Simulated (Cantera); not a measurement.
Cantera run:

```python
import numpy as np
import cantera as ct

gas_names = """
    H HO2 H2 H2O H2O2 O OH O2 O3 Si SiH SiH2 SiH3 SiH4 SiO SiO2 Si2 Si3
""".split()
cond_names = """
    H2O(s) H2O(L) Si(cr) Si(L) SiO2(Lqz) SiO2(hqz) SiO2(L)
""".split()


def load(file, names, dense=False):
    # The tables refer to 1 bar. Condensed volumes are neglected.
    table = {s.name: s for s in ct.Species.list_from_file(file)}
    out = []
    for n in names:
        d = dict(table[n].input_data)
        d["thermo"] = dict(d["thermo"], **{"reference-pressure": 1e5})
        if dense:
            d["equation-of-state"] = {"model": "constant-volume", "density": "1e6 g/cm^3"}
        out.append(ct.Species.from_dict(d))
    return out


gas = ct.Solution(thermo="ideal-gas", species=load("nasa_gas.yaml", gas_names))
cond = {s.name: ct.Solution(thermo="fixed-stoichiometry", species=[s], name=s.name)
        for s in load("nasa_condensed.yaml", cond_names, dense=True)}
atoms = {
    'SiH4': {'Si': 1, 'H': 4},
    'H2O': {'H': 2, 'O': 1},
    'H2': {'H': 2},
}
top_T = {}  # K; cautious upper limits of use, not melting points


def equilibrate(T, P, feed):
    n = {}
    for name, mol in feed.items():
        for a, k in atoms[name].items():
            n[a] = n.get(a, 0.0) + k * mol
    gas.TPX = T, P, n
    mass = sum(n.values()) * gas.mean_molecular_weight
    gas.equilibrate("TP")
    valid = [c for c in cond.values() if c.min_temp <= T <= top_T.get(c.name, c.max_temp)]
    mix = ct.Mixture([(gas, mass / gas.mean_molecular_weight)] + [(c, 0.0) for c in valid])
    mix.T, mix.P = T, P
    mix.equilibrate("TP", solver="vcs", rtol=1e-11, max_steps=5000)
    return mix


results = []
feed = {'SiH4': 1, 'H2O': 0.36, 'H2': 11}  # mol
T = 2100  # K
for P in [5, 36, 260, 1900, 14000, 100000]:
    mix = equilibrate(T, P, feed)
    results.append((T, P, feed, dict(zip(mix.species_names, mix.species_moles))))
    x = sorted(zip(gas.X, gas.species_names), reverse=True)
    print(f"T = {T:g} K  P = {P:g} Pa  gas = {mix.phase_moles(0):.4g} mol")
    print("   x: " + "  ".join(f"{s} {v:.3e}" for v, s in x if v > 1e-05))
    print("   condensed (mol): " + ("  ".join(f"{mix.phase(i).name} {mix.phase_moles(i):.4g}"
          for i in range(1, mix.n_phases) if mix.phase_moles(i) > 1e-12) or "none"))
```

It prints:

```
T = 2100 K  P = 5 Pa  gas = 17.32 mol
   x: H2 6.007e-01  H 3.415e-01  Si 3.684e-02  SiO 2.079e-02  SiH 1.095e-04
   condensed (mol): none
T = 2100 K  P = 36 Pa  gas = 15.49 mol
   x: H2 7.896e-01  H 1.459e-01  Si 4.082e-02  SiO 2.325e-02  SiH 3.733e-04  Si2 5.858e-05  SiH2 1.587e-05
   condensed (mol): none
T = 2100 K  P = 260 Pa  gas = 14.76 mol
   x: H2 8.757e-01  H 5.718e-02  Si 4.109e-02  SiO 2.438e-02  SiH 1.064e-03  Si2 4.287e-04  SiH2 1.279e-04  Si3 7.016e-05
   condensed (mol): none
T = 2100 K  P = 1900 Pa  gas = 13.98 mol
   x: H2 9.445e-01  SiO 2.576e-02  H 2.197e-02  Si 7.022e-03  SiH 5.103e-04  SiH2 1.723e-04  Si2 9.149e-05  Si3 1.870e-05
   condensed (mol): Si(L) 0.529
T = 2100 K  P = 14000 Pa  gas = 13.79 mol
   x: H2 9.644e-01  SiO 2.610e-02  H 8.177e-03  Si 9.530e-04  SiH 1.900e-04  SiH2 1.759e-04  Si2 1.242e-05
   condensed (mol): Si(L) 0.6214
T = 2100 K  P = 100000 Pa  gas = 13.74 mol
   x: H2 9.704e-01  SiO 2.618e-02  H 3.069e-03  SiH2 1.770e-04  Si 1.334e-04  SiH 7.130e-05  H2O 1.370e-05
   condensed (mol): Si(L) 0.6349
```

These are equilibrium values from Cantera (NASA tables, ideal gas, pure condensed phases), not measurements of a reactor. Gases not in the tables: Si2H6 and higher silanes.
